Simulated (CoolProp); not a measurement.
Vapour-liquid equilibrium of n-butane (1) + R113 (2) at 45.25 °C; x and y are mole fractions of (1).

Values from CoolProp's multi-fluid Helmholtz-energy mixture model, Bücker 2006 and Marx 1992; pair parameters Bell 2016.

```csv
x,bubble pressure (MPa),y at the bubble point,dew pressure at overall composition x (MPa),liquid density (mol/L)
0.05,0.1153,0.220,0.09790,8.137
0.15,0.1562,0.473,0.1075,8.254
0.25,0.1944,0.617,0.1190,8.374
0.35,0.2301,0.711,0.1333,8.497
0.45,0.2637,0.778,0.1513,8.625
0.55,0.2959,0.831,0.1747,8.757
0.65,0.3270,0.875,0.2058,8.895
0.75,0.3578,0.914,0.2487,9.039
0.85,0.3888,0.949,0.3086,9.191
0.95,0.4207,0.983,0.3897,9.351
```

No azeotrope shows between x = 0.05 and 0.95.

Pair parameters are fitted to limited data, so mixtures are less certain than the pure fluids.
